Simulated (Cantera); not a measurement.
Input: 1 mol B₂O₃, 3.4 mol H₂O, at 1950 K and 10000 Pa.

These are equilibrium values from Cantera (NASA tables, ideal gas, pure condensed phases), not measurements of a reactor. Candidate condensed phases: B, B₂O₃, B₃O₃H₃, H₂O; 23 gas species. Equilibrium is a limit: real reactors are often held back by kinetics, nucleation or transport.

### Question
What is the equilibrium state?

### Answer
```json
{
 "x(H₂O)": "0.563",
 "x(HBO₂)": "0.397",
 "x(B₂O₃)": "0.0269",
 "x(H₂)": "0.00696",
 "x(O₂)": "0.00251",
 "x(OH)": "0.00222",
 "x(BO₂)": "0.00189",
 "x(H)": "0.000302",
 "x(O)": "7.15e-5",
 "gas_amount": "4.421 mol",
 "log10 activity of B(s) (absent)": "-8.74",
 "log10 activity of B₃O₃H₃(s) (absent)": "-20.54"
}
```
